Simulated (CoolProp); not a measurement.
Saturation properties of sulfur hexafluoride (Tc = 318.7 K, pc = 37.55 bar, ω = 0.210).

Computed with CoolProp (reference Helmholtz-energy equation of state, Guder 2009).

```tsv
T (K)	p (bar)	liquid density (kg/m³)	surface tension (mN/m)	liquid viscosity (µPa s)	vapour viscosity (µPa s)	liquid conductivity (mW/(m K))
238.6	4.182	1768	9.27	327	12.7	72.4
244.3	5.126	1737	8.44	299	[?]	70.8
250	6.220	1705	7.62	273	13.4	69.1
255.7	7.479	1672	6.83	248	13.7	67.3
261.4	8.917	1637	6.05	226	[?]	65.5
267.1	10.55	1600	5.29	205	14.5	63.7
272.8	12.40	1561	4.56	186	14.9	61.8
278.5	14.47	1519	[?]	168	15.4	59.9
284.2	16.79	1473	3.17	152	15.9	57.9
289.9	19.38	1423	2.51	137	16.5	55.9
295.6	22.25	1368	1.89	122	17.4	53.8
```

Q: Some entries are withheld; supply them.

A: 
- 244.3, vapour viscosity (µPa s): 13.1
- 261.4, vapour viscosity (µPa s): 14.1
- 278.5, surface tension (mN/m): 3.85

Viscosity comes from a separate model (Quiñones-Cisneros 2012). Thermal conductivity comes from a separate model (Assael 2012). Surface tension comes from a separate correlation (Mulero 2012).
